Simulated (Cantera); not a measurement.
Feed: 1 mol CH₃SiH₃, 440 mol H₂, held at 2225 K and 8800 Pa.

Equilibrium computed with Cantera from the NASA thermochemical tables; the gas is ideal and each condensed phase is pure. Candidate condensed phases: C, C₆H₆, C₇H₈, C₈H₁₈, Si, SiC; 87 gas species. The feed counts by its element totals alone. Gases not in the tables: Si₂H₆ and higher silanes. The numbers say what is thermodynamically allowed, not how fast it happens.

Base state: H₂ 0.976, H 0.0216, Si 0.00121, C₂H₂ (acetylene) 0.000737, SiH 0.000150, Si₂C 7.75e-5, SiH₂ 7.45e-5, SiC₂ 3.30e-5 (mole fractions); condensed: SiC(s).

Question: What changes in the equilibrium state with this change: temperature from 2225 K to 1000 K?

Answer: 
```csv
species,before,after
H₂,0.976,1.000
CH₄,1.06e-5,3.28e-6
H,0.0216,7.65e-9
Si,0.00121,<1e-9
C₂H₂ (acetylene),0.000737,<1e-9
SiH,0.000150,<1e-9
Si₂C,7.75e-5,<1e-9
SiH₂,7.45e-5,<1e-9
"SiC(s), mol",0.266,0.999
"Si(s), mol",0,0.00143
```

Question: What changes in the equilibrium state with this change: temperature from 2225 K to 2100 K?

Answer: 
```tsv
species	before	after
H₂	0.976	0.989
H	0.0216	0.0104
Si	0.00121	0.000315
SiC₂	3.30e-5	2.86e-6
Si₂C	7.75e-5	1.29e-5
C₂H₂ (acetylene)	0.000737	0.000201
SiH	0.000150	5.04e-5
SiC(s), mol	0.266	0.807
```

Question: What changes in the equilibrium state with this change: pressure from 8800 Pa to 230 Pa?

Answer: 
```
species       before    after
-----------  -------  -------
H₂             0.976    0.871
H             0.0216    0.126
Si           0.00121  0.00198
CH₄          1.06e-5  2.67e-7
SiH₂         7.45e-5  2.83e-6
Si₂C         7.75e-5  6.51e-6
SiC(s), mol    0.266        0
```
